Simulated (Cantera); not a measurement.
Feed: 1 mol PbF2, a varied amount of N2, equilibrated at 0.260 bar.

Cantera equilibrium calculation (NASA polynomials, part measured and part estimated; ideal gas, pure solids and liquids). Candidate condensed phases: Pb, PbF2; 12 gas species. Each liquid is taken as pure. Mutual solubility and eutectic melting of coexisting phases are not modelled. The numbers say what is thermodynamically allowed, not how fast it happens.

Stable condensed phases, one row left out:

```
T in °C \ n(N2) in mol
         0.34 0.52 0.79  1.2  1.8  2.8  4.3  6.6   10   15   24   36
   1700     A    A    A    A    A    A    A    A    A    A    A    A
   1600     A    A    A    A    A    A    A    A    A    A    A    A
   1500     A    A    A    A    A    A    A    A    A    A    A    A
   1400     A    A    A    A    A    A    A    A    A    A    A    A
   1200     B    B    B    A    A    A    A    A    A    A    A    A
   1100     C    C    C    C    C    B    B    A    A    A    A    A
   1000     C    C    C    C    C    C    C    B    B    B    B    A
    900     C    C    C    C    C    C    C    C    C    C    B    B
    800     C    C    C    C    C    C    C    C    C    C    C    C
    700     C    C    C    C    C    C    C    C    C    C    C    C
    600     D    D    D    D    D    D    C    C    C    C    C    C
    500     D    D    D    D    D    D    D    D    D    D    D    D
```

A: gas only; B: Pb; C: Pb + PbF2; D: PbF2.

Give the row for 1300 °C.

0.34: gas only; 0.52: gas only; 0.79: gas only; 1.2: gas only; 1.8: gas only; 2.8: gas only; 4.3: gas only; 6.6: gas only; 10: gas only; 15: gas only; 24: gas only; 36: gas only.
